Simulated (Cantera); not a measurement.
A perfectly stirred reactor is fed with 24.7 % H2, 75.0 % O2, 0.285 % H2O, equivalence ratio 0.17, at 20.0 Torr; it is held at 1350 K, and followed from long to short residence time.

Cantera simulation using the H2/O2 subset of GRI-Mech 3.0, which has no nitrogen chemistry; the numbers are that mechanism's predictions, not measurements. Radical loss at walls, strong at low pressure, is not modelled. The temperature is held fixed by assumption; the heat of reaction is taken as removed at once.

x: mole fraction; the columns are a selection and need not sum to one.

```json
[
 {"τ (s)": "5.2", "x H2": "0.000151", "x O2": "0.713", "x H2O": "0.284", "x HO2": "1.95e-6", "x H2O2": "1.33e-7"},
 {"τ (s)": "1.7", "x H2": "(withheld)", "x O2": "0.712", "x H2O": "0.284", "x HO2": "(withheld)", "x H2O2": "(withheld)"},
 {"τ (s)": "0.58", "x H2": "0.000639", "x O2": "0.711", "x H2O": "0.282", "x HO2": "5.65e-6", "x H2O2": "2.85e-7"},
 {"τ (s)": "0.19", "x H2": "(withheld)", "x O2": "0.708", "x H2O": "0.280", "x HO2": "(withheld)", "x H2O2": "(withheld)"},
 {"τ (s)": "0.064", "x H2": "0.00261", "x O2": "0.702", "x H2O": "0.275", "x HO2": "1.15e-5", "x H2O2": "5.23e-7"},
 {"τ (s)": "0.021", "x H2": "0.00510", "x O2": "0.690", "x H2O": "0.264", "x HO2": "1.40e-5", "x H2O2": "6.42e-7"},
 {"τ (s)": "0.0070", "x H2": "0.00923", "x O2": "0.670", "x H2O": "0.245", "x HO2": "1.51e-5", "x H2O2": "7.04e-7"},
 {"τ (s)": "0.0023", "x H2": "0.0151", "x O2": "0.644", "x H2O": "0.217", "x HO2": "1.46e-5", "x H2O2": "6.90e-7"},
 {"τ (s)": "0.00077", "x H2": "0.0233", "x O2": "0.628", "x H2O": "0.190", "x HO2": "1.37e-5", "x H2O2": "6.76e-7"},
 {"τ (s)": "0.00026", "x H2": "0.0403", "x O2": "0.630", "x H2O": "0.164", "x HO2": "1.28e-5", "x H2O2": "7.20e-7"}
]
```

Q: What belongs in the gaps?

A: 
- 1.7, x H2: 0.000316
- 1.7, x HO2: 3.47e-6
- 1.7, x H2O2: 1.99e-7
- 0.19, x H2: 0.00131
- 0.19, x HO2: 8.54e-6
- 0.19, x H2O2: 3.97e-7
